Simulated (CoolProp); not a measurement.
Vapour-liquid equilibrium of cyclohexane (1) + ethylbenzene (2) at 0.136 bar; x and y are mole fractions of (1).

The numbers come from the multi-fluid Helmholtz-energy mixture model, Zhou 2014 and Zhou 2012; pair parameters Bell 2016 in CoolProp.

Question: Give the bubble temperature and the first vapour's composition at x = 0.2, 0.35, 0.95. Is there an azeotrope?

Answer: x = 0.2: 51.9 °C, y = 0.695; x = 0.35: 42.9 °C, y = 0.835; x = 0.95: 26.9 °C, y = 0.992. No azeotrope shows between x = 0.05 and 0.95.

Pair parameters are fitted to limited data, so mixtures are less certain than the pure fluids.
